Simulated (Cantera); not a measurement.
# NO annealing gas

An isothermal, constant-pressure homogeneous reactor starts with 76.3 % NO, 23.7 % N₂, at 1800 K and 52.5 Torr.

Cantera simulation using GRI-Mech 3.0 (53 species, 325 reactions); the numbers are that mechanism's predictions, not measurements.

```json
[
 {"t (s)": "2.00e-6", "x NO": "0.763", "x O₂": "<1e-12", "x N₂O": "1.89e-8", "x N₂": "0.237", "x NO₂": "8.65e-12", "x O": "1.89e-8"},
 {"t (s)": "9.22e-6", "x NO": "0.763", "x O₂": "1.12e-11", "x N₂O": "8.70e-8", "x N₂": "0.237", "x NO₂": "1.84e-10", "x O": "8.69e-8"},
 {"t (s)": "4.25e-5", "x NO": "0.763", "x O₂": "2.36e-10", "x N₂O": "4.01e-7", "x N₂": "0.237", "x NO₂": "3.86e-9", "x O": "3.98e-7"},
 {"t (s)": "0.000196", "x NO": "0.763", "x O₂": "4.92e-9", "x N₂O": "1.84e-6", "x N₂": "0.237", "x NO₂": "7.95e-8", "x O": "1.78e-6"},
 {"t (s)": "0.000904", "x NO": "0.763", "x O₂": "1.01e-7", "x N₂O": "8.38e-6", "x N₂": "0.237", "x NO₂": "1.47e-6", "x O": "7.20e-6"},
 {"t (s)": "0.00417", "x NO": "0.763", "x O₂": "2.57e-6", "x N₂O": "3.62e-5", "x N₂": "0.237", "x NO₂": "1.80e-5", "x O": "2.22e-5"},
 {"t (s)": "0.0192", "x NO": "0.763", "x O₂": "7.70e-5", "x N₂O": "0.000125", "x N₂": "0.237", "x NO₂": "6.98e-5", "x O": "4.55e-5"},
 {"t (s)": "0.0885", "x NO": "0.761", "x O₂": "0.000756", "x N₂O": "0.000217", "x N₂": "0.237", "x NO₂": "8.65e-5", "x O": "5.55e-5"},
 {"t (s)": "0.408", "x NO": "0.755", "x O₂": "0.00415", "x N₂O": "0.000216", "x N₂": "0.241", "x NO₂": "0.000103", "x O": "6.26e-5"},
 {"t (s)": "1.88", "x NO": "0.724", "x O₂": "0.0197", "x N₂O": "0.000193", "x N₂": "0.256", "x NO₂": "0.000155", "x O": "8.63e-5"},
 {"t (s)": "8.68", "x NO": "0.595", "x O₂": "0.0838", "x N₂O": "0.000122", "x N₂": "0.321", "x NO₂": "0.000246", "x O": "0.000146"},
 {"t (s)": "40.0", "x NO": "0.265", "x O₂": "0.249", "x N₂O": "2.21e-5", "x N₂": "0.486", "x NO₂": "0.000190", "x O": "0.000235"}
]
```
x: mole fraction; the columns are a selection and need not sum to one.

Equilibrium at this temperature and pressure: NO 0.00496, O₂ 0.379, N₂O 6.66e-8, N₂ 0.616, NO₂ 4.41e-6, O 0.000285 (gas phase only).
